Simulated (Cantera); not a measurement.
What does this Cantera script print?

```python
import numpy as np
import cantera as ct

gas_names = """
    H HO2 H2 H2O H2O2 H2S H2SO4 O OH O2 O3 S SH SO SO2 SO3 S2 S2O S8
""".split()
cond_names = """
    H2O(s) H2O(L) H2SO4(L) S(cr1) S(cr2) S(L)
""".split()


# ... load() reads the species with a 1 bar reference pressure and builds the phases ...
atoms = {
    'SO2': {'S': 1, 'O': 2},
    'H2O': {'H': 2, 'O': 1},
    'O2': {'O': 2},
}
top_T = {}  # K; cautious upper limits of use, not melting points


# ... equilibrate(T, P, feed) seeds the gas with the atoms and calls Mixture.equilibrate('TP', solver="vcs", rtol=1e-11, max_steps=5000) ...
results = []
feed = {'SO2': 1, 'H2O': 4.3, 'O2': 0.32}  # mol
T = 2573.15  # K
P = 133.322  # Pa
mix = equilibrate(T, P, feed)
results.append((T, P, feed, dict(zip(mix.species_names, mix.species_moles))))
x = sorted(zip(gas.X, gas.species_names), reverse=True)
print(f"T = {T:g} K  P = {P:g} Pa  gas = {mix.phase_moles(0):.4g} mol")
print("   x: " + "  ".join(f"{s} {v:.3e}" for v, s in x if v > 0.0001))
print("   condensed (mol): " + ("  ".join(f"{mix.phase(i).name} {mix.phase_moles(i):.4g}"
      for i in range(1, mix.n_phases) if mix.phase_moles(i) > 1e-12) or "none"))
```

Result:

```
T = 2573.15 K  P = 133.322 Pa  gas = 9.68 mol
   x: H 3.083e-01  O 1.665e-01  H2O 1.380e-01  H2 1.073e-01  OH 8.916e-02  O2 8.738e-02  SO2 5.342e-02  SO 4.162e-02  S 7.908e-03  SH 3.066e-04
   condensed (mol): none
```

These are equilibrium values from Cantera (NASA tables, ideal gas, pure condensed phases), not measurements of a reactor.
